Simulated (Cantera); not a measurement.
A Cantera script and its output.

```python
import numpy as np
import cantera as ct

surf = ct.Interface("diamond.yaml", "diamond_100")
gas, bulk = surf.adjacent["gas"], surf.adjacent["diamond"]
k = surf.kinetics_species_index(bulk.species_names[0])
cover = ["c6HH", "c6H*", "c6*H", "c6**", "c6HM", "c6B"]

rows, drift = [], 0.0
print(f"{'xCH3':>10s}{'um/h':>11s}" + "".join(f"{s:>11s}" for s in cover))
for v in [1e-06, 2.4e-06, 5.8e-06, 1.4e-05, 3.4e-05, 8.1e-05, 0.0002, 0.00047, 0.0011]:
    T, P, xH, xCH3 = 1298, 17000, 0.033, v
    gas.TPX = T, P, {"H": xH, "CH3": xCH3, "CH4": 0.0049, "H2": 1 - xH - xCH3 - 0.0049}
    surf.TP = bulk.TP = T, P
    surf.coverages = "c6H*:0.1, c6HH:0.9"
    surf.advance_coverages(100.0)
    before = surf.coverages
    surf.advance_coverages(100.0)
    drift = max(drift, np.max(np.abs(surf.coverages - before) / (surf.coverages + 1e-9)))
    rate = surf.net_production_rates[k] * bulk.mean_molecular_weight / bulk.density * 3.6e9
    rows.append([rate, *surf[cover].coverages])
    print(f"{v:10.4g}{rate:11.4e}" + "".join(f"{x:11.3e}" for x in rows[-1][1:]))
```

Output:

```
      xCH3       um/h       c6HH       c6H*       c6*H       c6**       c6HM        c6B
     1e-06 1.5681e-01  3.774e-01  5.026e-02  5.252e-01  4.715e-02  3.564e-06  4.255e-10
   2.4e-06 3.7634e-01  3.774e-01  5.026e-02  5.252e-01  4.715e-02  8.553e-06  1.021e-09
   5.8e-06 9.0945e-01  3.774e-01  5.026e-02  5.252e-01  4.715e-02  2.067e-05  2.468e-09
   1.4e-05 2.1950e+00  3.773e-01  5.026e-02  5.252e-01  4.714e-02  4.989e-05  5.956e-09
   3.4e-05 5.3296e+00  3.773e-01  5.025e-02  5.251e-01  4.713e-02  1.211e-04  1.446e-08
   8.1e-05 1.2691e+01  3.772e-01  5.024e-02  5.249e-01  4.710e-02  2.884e-04  3.444e-08
    0.0002 3.1294e+01  3.769e-01  5.019e-02  5.245e-01  4.702e-02  7.113e-04  8.492e-08
   0.00047 7.3326e+01  3.764e-01  5.010e-02  5.235e-01  4.683e-02  1.667e-03  1.990e-07
    0.0011 1.7045e+02  3.750e-01  4.988e-02  5.212e-01  4.641e-02  3.877e-03  4.625e-07
```

Model: the Harris–Goodwin 1993 mechanism for the reconstructed diamond (100) surface, integrated in Cantera.
